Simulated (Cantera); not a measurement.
## Ignition delay

Mixture: CO : H2 : CH4 : O2 : N2 : H2O = 1 : 1.3 : 0.43 : 3.35 : 12.6 : 5.3 (molar parts), equivalence ratio 0.60, at 120000 Pa, adiabatic and at constant volume. Ignition delay is the time to a rise of 400 K.

Model: GRI-Mech 3.0 (53 species, 325 reactions), integrated in Cantera.

```json
[
 {"T0 (K)": "1173", "delay (ms)": "0.426"},
 {"T0 (K)": "1248", "delay (ms)": "0.182"},
 {"T0 (K)": "1323", "delay (ms)": "0.100"},
 {"T0 (K)": "1398", "delay (ms)": "0.0641"},
 {"T0 (K)": "1473", "delay (ms)": "0.0455"}
]
```

* **apparent activation energy between 1323 and 1473 K**: 85 kJ/mol
